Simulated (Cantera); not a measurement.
An adiabatic, constant-pressure homogeneous reactor starts with 4.32 % CH4, 20.1 % O2, 75.6 % N2, equivalence ratio 0.43, at 1700 K and 2.90 bar.

Detailed kinetics in Cantera: GRI-Mech 3.0 (53 species, 325 reactions).

Question: Predict: time of steepest temperature rise; temperature at 0.400 s; equilibrium temperature; x(O2) at 0.400 s; x(H) at 0.400 s; x(H2O) at 0.400 s.

Answer: 
- time of steepest temperature rise = 78.9 µs
- temperature at 0.400 s = 2486 K
- equilibrium temperature = 2486 K
- x(O2) at 0.400 s = 0.105 (gas-phase equilibrium 0.105)
- x(H) at 0.400 s = 0.000400 (gas-phase equilibrium 0.000400)
- x(H2O) at 0.400 s = 0.0809 (gas-phase equilibrium 0.0809)
